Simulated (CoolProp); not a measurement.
Vapour-liquid equilibrium of CHF3 (R23) (1) + R13 (2) at -5.05 °C; x and y are mole fractions of (1).

Model: multi-fluid Helmholtz-energy mixture model, Penoncello 2003 and Platzer 1990; pair parameters Bell 2016, in CoolProp. This equation is an older, rougher fit; its heat capacities, sound speeds and derivatives of the liquid may be far off and weren't checked against measurements.

**Question.** Give the bubble pressure and the first vapour's composition at x = 0.35, 0.55, 0.95. Is there an azeotrope?

**Answer.** x = 0.35: 2.307 MPa, y = 0.417; x = 0.55: 2.422 MPa, y = 0.571; x = 0.95: 2.246 MPa, y = 0.932. y crosses x between x = 0.55 and 0.65: the model has an azeotrope there.

Pair parameters are fitted to limited data, so mixtures are less certain than the pure fluids.
